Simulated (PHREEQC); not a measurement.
Make-up at 20 °C: 2.6 mmol/kgw K2CO3, 27 mmol/kgw K2SO4 and 0.37 mmol/kgw KH2PO4. Closed to the air; pH follows from the charge balance.

The numbers come from PHREEQC with the ion-association model, phreeqc.dat.

Task: The ionic strength comes out as 0.0822 mol/kgw. What activity coefficients do KHPO4-, K+, SO4-2, PO4-3, KSO4- get?

Result: KHPO4- 0.80, K+ 0.78, SO4-2 0.40, PO4-3 0.11, KSO4- 0.80.

Precipitation was switched off in this run.
